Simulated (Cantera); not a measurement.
A closed system holds: 1 mol HCl, 0.45 mol H2O, 2.5 mol O2, at 7.90 mbar.

These are equilibrium values from Cantera (NASA tables, ideal gas, pure condensed phases), not measurements of a reactor. Candidate condensed phases: H2O; 14 gas species. Kinetics and transport are ignored.

x: gas mole fraction; nothing condenses.

```tsv
T (°C)	x O2	x HCl	x H2O	x Cl	x Cl2	x OH
802	0.631	0.239	0.122	0.00103	…	2.19e-6
877	0.631	0.242	0.120	0.00210	…	7.12e-6
952	0.631	0.243	0.119	0.00388	…	2.01e-5
1027	0.630	0.242	0.119	0.00662	…	5.06e-5
1102	0.628	0.239	0.121	0.0105	…	0.000116
1177	0.626	0.234	0.122	0.0158	…	0.000243
1252	0.623	0.228	0.125	0.0224	…	0.000477
1327	0.620	0.220	0.128	0.0304	…	0.000882
1402	0.616	0.210	0.132	0.0396	…	0.00155
1477	0.611	0.199	0.136	0.0497	…	0.00258
1552	0.605	0.188	0.140	0.0605	…	0.00414
```

Question: What belongs in the gaps?

Answer: 
- 802, x Cl2: 0.00685
- 877, x Cl2: 0.00462
- 952, x Cl2: 0.00320
- 1027, x Cl2: 0.00225
- 1102, x Cl2: 0.00161
- 1177, x Cl2: 0.00116
- 1252, x Cl2: 0.000838
- 1327, x Cl2: 0.000606
- 1402, x Cl2: 0.000439
- 1477, x Cl2: 0.000318
- 1552, x Cl2: 0.000230
